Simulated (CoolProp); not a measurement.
Ethylene along the isobar 0.715 MPa: fugacity coefficient from the reference equation and from simpler models built on Tc = 9.2 °C, pc = 5.042 MPa, ω = 0.087; each cubic takes its own stable root.

The numbers come from the reference Helmholtz-energy equation of state, Smukala 2000 in CoolProp.

```csv
T (°C),phase,reference,van der Waals,Soave-Redlich-Kwong,Peng-Robinson
-93.35,liquid,0.2442,0.7727,0.2441,0.2463
-80.55,liquid,0.4372,0.8973,0.4390,0.4385
-67.75,liquid,0.7153,0.9114,0.7211,0.7150
-54.95,gas,0.8960,0.9229,0.8995,0.8935
-42.15,gas,0.9126,0.9324,0.9142,0.9084
-29.45,gas,0.9258,0.9404,0.9262,0.9205
-16.65,gas,0.9364,0.9472,0.9363,0.9308
-3.85,gas,0.9452,0.9530,0.9448,0.9395
8.95,gas,0.9524,0.9579,0.9520,0.9468
21.75,gas,0.9585,0.9623,0.9581,0.9531
34.55,gas,0.9637,0.9660,0.9633,0.9585
47.25,gas,0.9680,0.9693,0.9677,0.9631
```

At some of these states van der Waals gives the other phase, because its saturation line lies elsewhere.
